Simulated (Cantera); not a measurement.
**Equilibrium for hydrogen reduction and annealing atmospheres: Cu₂O + H₂ + N₂**

A closed system holds: 1 mol Cu₂O, a varied amount of H₂, 2.5 mol N₂, held at 1773.15 K and 345 Torr.

These are equilibrium values from Cantera (NASA tables, ideal gas, pure condensed phases), not measurements of a reactor. Candidate condensed phases: Cu, CuO, Cu(OH)₂, Cu₂O, H₂O; 27 gas species. Each liquid is taken as pure. Mutual solubility and eutectic melting of coexisting phases are not modelled. Equilibrium is a limit: real reactors are often held back by kinetics, nucleation or transport.

```tsv
n(H₂) (mol)	x H₂	x N₂	x H₂O	x O₂	x Cu	x NO	x OH	n Cu(l)	n Cu₂O(l)
0.61	0.000168	0.798	0.195	0.00512	0.000859	0.000595	0.000391	1.29	0.356
0.96	0.000237	0.718	0.275	0.00512	0.000859	0.000564	0.000465	1.99	0.00237
1.5	0.125	0.624	0.250	1.52e-8	0.000859	9.07e-7	1.84e-5	2.00	0
2.4	0.285	0.510	0.204	1.94e-9	0.000859	2.93e-7	9.94e-6	2.00	0
3.8	0.444	0.396	0.159	4.84e-10	0.000859	1.29e-7	6.20e-6	1.99	0
5.9	0.583	0.297	0.119	1.58e-10	0.000859	6.39e-8	4.06e-6	1.99	0
9.4	0.705	0.210	0.0839	5.38e-11	0.000859	3.13e-8	2.60e-6	1.99	0
15	0.799	0.143	0.0571	1.94e-11	0.000859	1.55e-8	1.66e-6	1.98	0
23	0.862	0.0979	0.0392	7.85e-12	0.000859	8.16e-9	1.10e-6	1.98	0
37	0.910	0.0632	0.0253	2.93e-12	0.000859	4.01e-9	6.90e-7	1.97	0
58	0.941	0.0413	0.0165	1.17e-12	0.000859	2.05e-9	4.43e-7	1.95	0
92	0.962	0.0264	0.0106	<1e-12	0.000859	1.03e-9	2.81e-7	1.92	0
```
x: gas mole fraction; n: condensed amount in mol.

From 0.61 mol H₂ to 0.96 mol H₂ the condensed part is Cu(l) + Cu₂O(l). From 1.5 mol H₂ to 92 mol H₂ the condensed part is Cu(l). The main Cu-bearing gas is Cu throughout. The share of Cu in condensed phases is highest at 0.61 mol H₂ (99.9 %) and lowest at 92 mol H₂ (95.9 %).
